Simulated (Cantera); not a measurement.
SF6 + H2 (abatement and gas-phase synthesis)

Input: 1 mol SF6, 4.8 mol H2, equilibrated at 1425 K and 0.250 bar.

Equilibrium computed with Cantera from the NASA thermochemical tables; the gas is ideal and each condensed phase is pure. Candidate condensed phases: S; 24 gas species. Kinetics and transport are ignored.

```json
{
 "x(HF)": "0.748",
 "x(H2)": "0.155",
 "x(H2S)": "0.0687",
 "x(S2)": "0.0276",
 "x(SH)": "0.000775",
 "x(S)": "5.41e-6",
 "x(H)": "5.38e-6",
 "x(H2F2)": "2.01e-6",
 "gas_amount": "8.025 mol",
 "log10 activity of S(l) (absent)": "-2.21"
}
```
